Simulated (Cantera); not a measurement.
An isothermal, constant-pressure homogeneous reactor starts with CH4 : N2 = 1 : 62 (molar parts), at 1348 K and 35000 Pa.

Cantera simulation using GRI-Mech 3.0 (53 species, 325 reactions); the numbers are that mechanism's predictions, not measurements. GRI-Mech 3.0 stops at C3 and has no aromatics, soot or wall deposition, so with more carbon than oxygen in the feed, carbon stays in small species such as C2H2 where larger ones or solid carbon would form.

**Question.** Predict: x(CH4) at 60.0 s; x(C2H6) at 60.0 s; x(H) at 60.0 s; x(C2H4) at 60.0 s.

**Answer.** 
| Property | Result |
|---|---|
| x(CH4) at 60.0 s | 0.00870 (gas-phase equilibrium 0.000207) |
| x(C2H6) at 60.0 s | 3.62e-6 (gas-phase equilibrium 3.21e-9) |
| x(H) at 60.0 s | 2.42e-7 (gas-phase equilibrium 5.99e-7) |
| x(C2H4) at 60.0 s | 4.47e-5 (gas-phase equilibrium 1.26e-5) |
